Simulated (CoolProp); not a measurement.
Aqueous propylene glycol as a coolant, 51 % by mass, freezing at -33.7 °C, 1 atm.

Computed with CoolProp (Melinder's fits for secondary coolants).

```tsv
T (°C)	viscosity (mPa s)	cp (kJ/(kg K))	density (kg/m³)	conductivity (W/(m K))
-3.3	24.8	3.420	1053	0.345
2	17.6	3.441	1051	0.347
7.3	12.8	3.462	1047	0.350
12.5	9.63	3.482	1044	0.352
17.8	7.36	3.503	1041	0.355
23.1	5.76	3.524	1038	0.357
28.4	4.60	3.544	1034	0.360
33.6	3.76	3.565	1030	0.362
```
